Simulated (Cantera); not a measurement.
A perfectly stirred reactor is fed with 7.13 % CH₃OH, 19.5 % O₂, 73.4 % N₂, at 0.570 bar; it is adiabatic with a 398 K inlet, and is followed from long to short residence time, starting on the burning branch (τ in s: 0.035, 0.018, 0.0097, 0.0051, 0.0027, 0.0014, 0.00074, 0.00039, 0.00021, 0.00011, 5.7e-05, 3e-05).

Detailed kinetics in Cantera: GRI-Mech 3.0 (53 species, 325 reactions). GRI-Mech 3.0 was tuned for natural gas; its chemistry of methanol as a main component is partial and can be far from experiment.

x: mole fraction; the columns are a selection and need not sum to one.

```tsv
τ (s)	T (K)	x CH₃OH	x O₂	x CO₂	x C₂H	x NO₂	x CO
0.035	1683	1.12e-5	0.0846	0.0675	<1e-12	8.43e-9	0.00116
0.018	1674	1.72e-5	0.0848	0.0669	<1e-12	6.13e-9	0.00177
0.0097	1662	2.59e-5	0.0851	0.0660	<1e-12	4.52e-9	0.00262
0.0051	1645	4.04e-5	0.0857	0.0645	<1e-12	3.35e-9	0.00395
0.0027	1623	6.57e-5	0.0866	0.0623	<1e-12	2.56e-9	0.00599
0.0014	1589	[?]	0.0885	0.0585	<1e-12	[?]	[?]
0.00074	398	0.0713	0.195	<1e-12	<1e-12	<1e-12	<1e-12
0.00039	398	0.0713	0.195	<1e-12	<1e-12	<1e-12	<1e-12
0.00021	398	0.0713	0.195	<1e-12	<1e-12	<1e-12	<1e-12
0.00011	398	0.0713	0.195	<1e-12	<1e-12	<1e-12	<1e-12
5.7e-5	398	0.0713	0.195	<1e-12	<1e-12	<1e-12	<1e-12
3.0e-5	398	0.0713	0.195	<1e-12	<1e-12	<1e-12	<1e-12
```

Problem. Fill in the missing entries.

Solution. 
- 0.0014, x CH₃OH: 0.000120
- 0.0014, x NO₂: 1.97e-9
- 0.0014, x CO: 0.00960
